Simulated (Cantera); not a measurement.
Input: 1 mol SiF4, 1.1 mol NO, 1.7 mol H2, at 848 K and 0.000830 bar.

Method: chemical equilibrium by Gibbs-energy minimisation in Cantera with the NASA 1993 tables (ideal gas, pure condensed phases). Candidate condensed phases: H2O, Si, SiO2, Si2N2O, Si3N4; 58 gas species. The numbers say what is thermodynamically allowed, not how fast it happens.

Base state: HF 0.428, SiF4 0.168, H2 0.165, N2 0.151, H2O 0.0880 (mole fractions); condensed: SiO2(β-quartz).

Problem. What changes in the equilibrium state with this change: H2 from 1.7 to 42 mol?

Solution. 
```csv
species,before,after
H2,0.165,0.929
HF,0.428,0.0432
N2,0.151,0.0125
SiF4,0.168,0.0119
H2O,0.0880,0.00337
"SiO2(β-quartz), mol",0.390,0.476
```
